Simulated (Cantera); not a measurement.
An isothermal, constant-pressure homogeneous reactor starts with H2 : O2 = 0.2 : 1 (molar parts), equivalence ratio 0.10, at 1450 K and 740 Pa.

Cantera simulation using GRI-Mech 3.0 (53 species, 325 reactions); the numbers are that mechanism's predictions, not measurements. Radical loss at walls, strong at low pressure, is not modelled. The temperature is held fixed by assumption; the heat of reaction is taken as removed at once.

Predict: x(H2) at 2.00 s; x(O2) at 2.00 s; x(H2O) at 2.00 s; x(OH) at 2.00 s; x(O) at 2.00 s; x(H2O2) at 2.00 s.


| Property | Result |
|---|---|
| x(H2) at 2.00 s | 2.63e-5 (gas-phase equilibrium 2.23e-6) |
| x(O2) at 2.00 s | 0.817 (gas-phase equilibrium 0.818) |
| x(H2O) at 2.00 s | 0.181 (gas-phase equilibrium 0.182) |
| x(OH) at 2.00 s | 0.00111 (gas-phase equilibrium 0.000323) |
| x(O) at 2.00 s | 0.000251 (gas-phase equilibrium 2.13e-5) |
| x(H2O2) at 2.00 s | 7.44e-9 (gas-phase equilibrium 2.18e-9) |
